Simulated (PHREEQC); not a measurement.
Solution (45 °C): 0.25 mol/kgw KOH, 0.00027 mol/kgw CO2 and 0.0046 mol/kgw K2CO3. Closed to the air; pH follows from the charge balance.

Equilibrium calculation in PHREEQC: ion-association model, wateq4f.dat.

| quantity | before | after |
|---|---|---|
| pH | 12.64 | 12.37 |
| HCO3- (mol/kgw) | 6.63e-6 | 7.30e-6 |

Name the change that produced these shifts.
A. CO2 from 0.00027 to 0.000405 mol/kgw
B. 0.35 mol/kgw H3PO4 added
C. diluted 2-fold with water
D. K2CO3 from 0.0046 to 0.00092 mol/kgw
E. diluted 100-fold with water

C, diluted 2-fold with water

Precipitation was switched off in this run. Away from 25 °C the constants follow the database's enthalpies or fits; those with neither stay at their 25 °C values.
